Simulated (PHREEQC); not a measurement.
Solution (20 °C): 0.18 mol/kgw HF, 0.0061 mol/kgw NaF, 9.7e-05 mol/kgw (NH4)2SiF6, 0.15 mol/kgw HCl and 0.02 mol/kgw Ca(OH)2. Closed to the air; pH follows from the charge balance.

Equilibrium calculation in PHREEQC: ion-association model, phreeqc.dat.

**Question.** The ionic strength comes out as 0.174 mol/kgw. What activity coefficients do Ca+2, H+, F-, HF2-, SiF6-2 get?

**Answer.** Ca+2 0.34, H+ 0.80, F- 0.72, HF2- 0.76, SiF6-2 0.32.

This is a speciation only: nothing precipitates in the calculation. Examples of supersaturated solids here: Fluorite. Others may be too. SiF6-2 is the database's only silicon fluoride.
